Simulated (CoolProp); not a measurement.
Vapour-liquid equilibrium of cyclohexane (1) + n-dodecane (2) at 0.0461 MPa; x and y are mole fractions of (1).

Values from CoolProp's multi-fluid Helmholtz-energy mixture model, Zhou 2014 and Lemmon 2004; pair parameters Bell 2016.

| x | bubble temperature, mixture model (K) | bubble temperature, Raoult's law (K) | y, mixture model | y, Raoult's law |
|---|---|---|---|---|
| 0.05 | 434.9 | 426.8 | 0.527 | 0.645 |
| 0.125 | 407.5 | 398.5 | 0.830 | 0.884 |
| 0.2 | (withheld) | 381.8 | 0.926 | 0.948 |
| 0.275 | (withheld) | 370.5 | 0.962 | 0.972 |
| 0.35 | 366.4 | 362.3 | 0.979 | 0.983 |
| 0.425 | 358.8 | 355.8 | 0.987 | 0.989 |
| 0.5 | (withheld) | 350.5 | 0.992 | 0.993 |
| 0.575 | 347.6 | 346.1 | 0.995 | 0.995 |
| 0.65 | 343.4 | 342.3 | 0.997 | 0.997 |
| 0.725 | 339.7 | 339.1 | 0.998 | 0.998 |
| 0.8 | (withheld) | 336.1 | 0.999 | 0.999 |
| 0.875 | 333.7 | 333.5 | 0.999 | 0.999 |
| 0.95 | 331.2 | 331.2 | 1.000 | 1.000 |

Task: Fill in the missing entries.

Result: 
- 0.2, bubble temperature, mixture model (K): 389.0
- 0.275, bubble temperature, mixture model (K): 376.0
- 0.5, bubble temperature, mixture model (K): 352.7
- 0.8, bubble temperature, mixture model (K): 336.5

The largest gap from Raoult's law is +9.0 K in bubble temperature, at x = 0.125. No azeotrope shows between x = 0.05 and 0.95.

The pair parameters rest on a limited set of measurements; away from them the model extrapolates.
